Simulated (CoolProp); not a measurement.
Values from CoolProp's reference Helmholtz-energy equation of state, Thol 2019.

Q: For dodecamethylpentasiloxane (MD3M), give the phase and the cv (kJ/(kg K)), isothermal compressibility (1/MPa), fugacity coefficient at 346.85 °C and 70 kPa.

A: 
- 346.85 °C and 70 kPa: gas; cv 2.08, isothermal compressibility 14.7, fugacity coefficient 0.972
